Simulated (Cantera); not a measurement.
Charge: 1 mol FeS, 17 mol H₂, 0.79 mol H₂O, equilibrated at 1225 °C and 29.0 Pa.

Method: chemical equilibrium by Gibbs-energy minimisation in Cantera with the NASA 1993 tables (ideal gas, pure condensed phases). Candidate condensed phases: Fe, FeO, Fe(OH)₂, Fe(OH)₃, FeS, FeSO₄, FeS₂, Fe₂O₃, Fe₂(SO₄)₃, Fe₃O₄, H₂O, H₂SO₄, S; 22 gas species. Rates play no part.

Base state: H₂ 0.922, H₂O 0.0431, S₂ 0.0218, H₂S 0.00849, SH 0.00228, H 0.000971, Fe 0.000497, S 0.000345 (mole fractions); condensed: Fe(γ).

What changes in the equilibrium state with this change: temperature from 1225 °C to 775 °C?


```
species        before    after
-----------  --------  -------
H₂              0.922    0.954
H₂O            0.0431   0.0444
H₂S           0.00849  0.00151
S₂             0.0218  1.27e-6
Fe           0.000497    <1e-9
S            0.000345  1.51e-9
SO           0.000158  1.73e-9
SO₂           3.99e-5  2.72e-9
Fe(γ), mol      0.991        0
Fe(α), mol          0   0.0270
FeS(s), mol         0    0.973
```
Mutual solubility and eutectic melting of coexisting phases are not modelled. FeS: taken at fixed stoichiometry.
